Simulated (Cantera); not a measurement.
A diamond (100) surface in a fixed gas of H2 with x(CH4) = 0.0027, x(CH3) = 2.1e-05, at 1325 K, 0.0590 bar; coverages are run to steady state.

Detailed kinetics in Cantera: the Harris–Goodwin 1993 mechanism for the reconstructed diamond (100) surface.

One state of this run: growth (µm/h) = 0.473; θ c6HH = 0.364; θ c6H* = 0.0521; θ c6*H = 0.532; θ c6** = 0.0509. θ: site fractions in the mechanism's names (c6HH fully hydrogenated, c6H* and c6*H radical sites, c6** diradical, c6HM methylated).

**Question.** Which value of x(H) does it belong to?
(A) 0.018
(B) 0.0001
(C) 0.00092
(D) 0.00021

**Answer.** A, 0.018
